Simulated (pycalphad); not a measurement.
Effect of Si content in Fe-Si

Computed with pycalphad from the COST 507 light-alloy database (1999), at 1 atm. The database dates from 1999; later assessments differ in places, in temperatures and in the compounds included. Phase fractions are per mole of atoms. Diffusion is slow at the low end, where real alloys seldom reach equilibrium.

```json
[
 {"alloy": "Fe-0.56Si (at.%)", "liquidus (°C)": "1533", "first solid": "BCC_A2", "solidus (°C)": "1531", "phases at 227 °C": "BCC_A2 1.00"},
 {"alloy": "Fe-1.12Si (at.%)", "liquidus (°C)": "[?]", "first solid": "BCC_A2", "solidus (°C)": "[?]", "phases at 227 °C": "BCC_A2 1.00"},
 {"alloy": "Fe-1.69Si (at.%)", "liquidus (°C)": "1524", "first solid": "BCC_A2", "solidus (°C)": "1517", "phases at 227 °C": "BCC_A2 1.00"},
 {"alloy": "Fe-2.25Si (at.%)", "liquidus (°C)": "1520", "first solid": "BCC_A2", "solidus (°C)": "1510", "phases at 227 °C": "BCC_A2 1.00"},
 {"alloy": "Fe-4.5Si (at.%)", "liquidus (°C)": "1500", "first solid": "BCC_A2", "solidus (°C)": "1484", "phases at 227 °C": "BCC_A2 1.00"}
]
```

**Question.** Some entries are withheld; supply them.

**Answer.** 
- Fe-1.12Si (at.%), liquidus (°C): 1529
- Fe-1.12Si (at.%), solidus (°C): 1524

BCC_A2 is bcc.
